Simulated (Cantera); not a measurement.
Cantera with NASA thermochemical tables; ideal gases at 1 bar, condensed phases pure. Values are per mole of reaction as written; species without (g) are pure solids or liquids, kept so even where they would boil at 1 bar.

O(g) + 2 K(g) + SO₃(g) = K₂SO₄, with ΔH° = -1469.1 kJ and ΔS° = -562.9 J/K at 300 K.

### Question
How far is the shortcut ΔG° ≈ ΔH°(300 K) − T·ΔS°(300 K) from the full temperature-dependent value at 2275, 2350, 2425, 2500, 2575, 2650, 2725, 2800, 2875 K?

### Answer
| T (K) | shortcut (kJ) | full (kJ) | difference (kJ) | difference in log10 K | condensed phases |
|---|---|---|---|---|---|
| 2275 | -188.6 | -343.0 | 154.4 | -3.54 | K₂SO₄(l) |
| 2350 | -146.3 | -310.9 | 164.6 | -3.66 | K₂SO₄(l) |
| 2425 | -104.1 | -279.0 | 174.9 | -3.77 | K₂SO₄(l) |
| 2500 | -61.9 | -247.2 | 185.3 | -3.87 | K₂SO₄(l) |
| 2575 | -19.7 | -215.6 | 195.9 | -3.97 | K₂SO₄(l) |
| 2650 | 22.5 | -184.0 | 206.6 | -4.07 | K₂SO₄(l) |
| 2725 | 64.7 | -152.6 | 217.4 | -4.17 | K₂SO₄(l) |
| 2800 | 107.0 | -121.3 | 228.3 | -4.26 | K₂SO₄(l) |
| 2875 | 149.2 | -90.1 | 239.3 | -4.35 | K₂SO₄(l) |
The shortcut ignores heat capacities and the phase changes listed.
